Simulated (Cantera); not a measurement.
A closed system holds: 1 mol SiH₂Cl₂, 1.1 mol NH₃, 0.55 mol H₂, at 1950 K and 1.28 Torr.

These are equilibrium values from Cantera (NASA tables, ideal gas, pure condensed phases), not measurements of a reactor. Candidate condensed phases: NH₄Cl, Si, Si₃N₄; 28 gas species. The tables' values for SiCl, SiCl₃, SiN are old estimates; treat these amounts as uncertain. Gases not in the tables: Si₂H₆ and higher silanes. Rates play no part.

Base state: H₂ 0.562, HCl 0.162, SiCl₂ 0.118, N₂ 0.112, H 0.0208, Si 0.0140, SiCl 0.00474, Cl 0.00450 (mole fractions); condensed: Si(l).

Question: What changes in the equilibrium state with this change: temperature from 1950 K to 1200 K?

Answer: 
```csv
species,before,after
H₂,0.562,0.617
HCl,0.162,0.332
SiCl₄,8.83e-7,0.0273
N₂,0.112,0.00322
SiCl₂,0.118,0.0127
Si,0.0140,<1e-9
H,0.0208,3.76e-6
SiCl,0.00474,7.57e-9
SiH,0.000331,<1e-9
Si₂,0.000128,<1e-9
Si₂N,7.84e-5,<1e-9
"Si(l), mol",0.323,0
"Si₃N₄(s), mol",0,0.268
```
The tables' values for SiCl₃ are old estimates; treat these amounts as uncertain.

Question: What changes in the equilibrium state with this change: pressure from 1.28 Torr to 0.0900 Torr?

Answer: 
```tsv
species	before	after
H₂	0.562	0.455
HCl	0.162	0.175
N₂	0.112	0.0993
Si	0.0140	0.0910
H	0.0208	0.0706
Cl	0.00450	0.0203
SiCl₂	0.118	0.0781
SiCl₃	0.000290	6.10e-5
Si₂	0.000128	0.000382
SiH₂	4.46e-5	1.65e-5
SiCl	0.00474	0.00982
Si(l), mol	0.323	0
```
The tables' values for SiCl, SiN, SiCl₃ are old estimates; treat these amounts as uncertain.
